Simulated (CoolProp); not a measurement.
Properties of methanol along the isotherm 557 K.

Computed with CoolProp (reference Helmholtz-energy equation of state, de Reuck 1993).

```json
[
 {"p (MPa)": "0.26", "phase": "gas", "isothermal compressibility (1/MPa)": "3.874", "conductivity (mW/(m K))": "46.6", "fugacity coefficient": "0.9929"},
 {"p (MPa)": "0.462", "phase": "gas", "isothermal compressibility (1/MPa)": "2.193", "conductivity (mW/(m K))": "46.9", "fugacity coefficient": "0.9873"},
 {"p (MPa)": "0.822", "phase": "gas", "isothermal compressibility (1/MPa)": "1.247", "conductivity (mW/(m K))": "47.6", "fugacity coefficient": "0.9774"},
 {"p (MPa)": "1.46", "phase": "gas", "isothermal compressibility (1/MPa)": "0.7173", "conductivity (mW/(m K))": "48.8", "fugacity coefficient": "0.9597"},
 {"p (MPa)": "2.6", "phase": "gas", "isothermal compressibility (1/MPa)": "0.4211", "conductivity (mW/(m K))": "51.1", "fugacity coefficient": "0.9276"},
 {"p (MPa)": "4.62", "phase": "gas", "isothermal compressibility (1/MPa)": "0.2602", "conductivity (mW/(m K))": "55.9", "fugacity coefficient": "0.8701"},
 {"p (MPa)": "8.22", "phase": "supercritical", "isothermal compressibility (1/MPa)": "0.1889", "conductivity (mW/(m K))": "69.1", "fugacity coefficient": "0.7688"},
 {"p (MPa)": "14.6", "phase": "supercritical", "isothermal compressibility (1/MPa)": "0.1575", "conductivity (mW/(m K))": "134", "fugacity coefficient": "0.5951"},
 {"p (MPa)": "26", "phase": "supercritical", "isothermal compressibility (1/MPa)": "0.01567", "conductivity (mW/(m K))": "166", "fugacity coefficient": "0.4084"},
 {"p (MPa)": "46.2", "phase": "supercritical", "isothermal compressibility (1/MPa)": "0.005185", "conductivity (mW/(m K))": "176", "fugacity coefficient": "0.3007"},
 {"p (MPa)": "82.2", "phase": "supercritical", "isothermal compressibility (1/MPa)": "0.002287", "conductivity (mW/(m K))": "190", "fugacity coefficient": "0.2562"}
]
```

Thermal conductivity comes from a separate model (Sykioti 2013).
